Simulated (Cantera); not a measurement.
A perfectly stirred reactor is fed with H2 : O2 : N2 = 0.2 : 1 : 0.12 (molar parts), at 27.0 Torr; it is held at 1350 K, and followed from long to short residence time.

Model: the H2/O2 subset of GRI-Mech 3.0, which has no nitrogen chemistry, integrated in Cantera. Radical loss at walls, strong at low pressure, is not modelled. The temperature is held fixed by assumption; the heat of reaction is taken as removed at once.

### Question
What does this change do: pressure from 27.0 Torr to 10.00 Torr?

### Answer
```csv
quantity,before,after
x(H2) at τ = 8.60 s,5.12e-5,0.000148
x(O2) at τ = 8.60 s,0.737,0.736
x(H2O) at τ = 8.60 s,0.163,0.163
x(O) at τ = 8.60 s,0.000306,0.00117
x(H) at τ = 8.60 s,1.16e-5,8.62e-5
x(H2) at τ = 38.0 ms,0.00164,0.00396
x(O2) at τ = 38.0 ms,0.725,0.701
x(H2O) at τ = 38.0 ms,0.157,0.144
x(O) at τ = 38.0 ms,0.0109,0.0333
x(H) at τ = 38.0 ms,0.00250,0.0133
```

### Question
What does this change do: 0.066 parts H2O added?

### Answer
```
quantity                 before     after
---------------------  --------  --------
x(H2) at τ = 8.60 s     5.12e-5   5.25e-5
x(O2) at τ = 8.60 s       0.737     0.699
x(H2O) at τ = 8.60 s      0.163     0.206
x(O) at τ = 8.60 s     0.000306  0.000242
x(H) at τ = 8.60 s      1.16e-5   9.68e-6
x(H2) at τ = 38.0 ms    0.00164   0.00173
x(O2) at τ = 38.0 ms      0.725     0.690
x(H2O) at τ = 38.0 ms     0.157     0.200
x(O) at τ = 38.0 ms      0.0109   0.00872
x(H) at τ = 38.0 ms     0.00250   0.00212
```
